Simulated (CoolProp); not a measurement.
R21 along the isotherm 240.2 K: density (kg/m³) from the reference equation and from simpler models built on Tc = 452.7 K, pc = 5.289 MPa, ω = 0.206; each cubic takes its own stable root.

Model: reference Helmholtz-energy equation of state, Platzer 1990, in CoolProp. This equation is an older, rougher fit; its heat capacities, sound speeds and derivatives of the liquid may be far off and weren't checked against measurements.

```json
[
 {"p (MPa)": "4.81", "phase": "liquid", "reference": "1505", "van der Waals": "944.9", "Redlich-Kwong": "1390", "Soave-Redlich-Kwong": "1411", "Peng-Robinson": "1588"},
 {"p (MPa)": "9.62", "phase": "liquid", "reference": "1512", "van der Waals": "956.6", "Redlich-Kwong": "1399", "Soave-Redlich-Kwong": "1419", "Peng-Robinson": "1595"},
 {"p (MPa)": "14.4", "phase": "liquid", "reference": "1519", "van der Waals": "966.7", "Redlich-Kwong": "1407", "Soave-Redlich-Kwong": "1426", "Peng-Robinson": "1602"},
 {"p (MPa)": "19.2", "phase": "liquid", "reference": "1526", "van der Waals": "975.5", "Redlich-Kwong": "1414", "Soave-Redlich-Kwong": "1432", "Peng-Robinson": "1608"},
 {"p (MPa)": "24", "phase": "liquid", "reference": "1532", "van der Waals": "983.3", "Redlich-Kwong": "1421", "Soave-Redlich-Kwong": "1438", "Peng-Robinson": "1613"},
 {"p (MPa)": "28.8", "phase": "liquid", "reference": "1538", "van der Waals": "990.2", "Redlich-Kwong": "(withheld)", "Soave-Redlich-Kwong": "1444", "Peng-Robinson": "1619"},
 {"p (MPa)": "33.7", "phase": "liquid", "reference": "1544", "van der Waals": "(withheld)", "Redlich-Kwong": "1434", "Soave-Redlich-Kwong": "1449", "Peng-Robinson": "(withheld)"},
 {"p (MPa)": "38.5", "phase": "liquid", "reference": "1549", "van der Waals": "1002", "Redlich-Kwong": "1440", "Soave-Redlich-Kwong": "1454", "Peng-Robinson": "1629"},
 {"p (MPa)": "43.3", "phase": "liquid", "reference": "1555", "van der Waals": "1008", "Redlich-Kwong": "1446", "Soave-Redlich-Kwong": "1459", "Peng-Robinson": "1633"},
 {"p (MPa)": "48.1", "phase": "liquid", "reference": "1560", "van der Waals": "1013", "Redlich-Kwong": "1451", "Soave-Redlich-Kwong": "1464", "Peng-Robinson": "1638"},
 {"p (MPa)": "52.9", "phase": "liquid", "reference": "1565", "van der Waals": "1017", "Redlich-Kwong": "(withheld)", "Soave-Redlich-Kwong": "1468", "Peng-Robinson": "1642"}
]
```

Task: Complete the blanks.

Result: 
- 28.8, Redlich-Kwong: 1428
- 33.7, van der Waals: 996.7
- 33.7, Peng-Robinson: 1624
- 52.9, Redlich-Kwong: 1456
